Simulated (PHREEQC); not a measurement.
Model water analysis in mg/kgw, 45 °C, pH 2.16: Na 2310; K 8.66; Ca 37.3; Mg 263; Cl 1720; S(6) as SO4 4350.

Cl is adjusted to close the charge balance.
Valence states are taken as typed.

The numbers come from PHREEQC with the Pitzer model, pitzer.dat.

Problem. The ionic strength comes out as 0.179 mol/kgw. What activity coefficients do Na+, HSO4-, K+, Cl-, SO4-2 get?

Solution. Na+ 0.73, HSO4- 0.73, K+ 0.72, Cl- 0.72, SO4-2 0.23. Single-ion values are on the MacInnes scale.

This is a speciation only: nothing precipitates in the calculation. Away from 25 °C the constants follow the database's enthalpies or fits; those with neither stay at their 25 °C values.
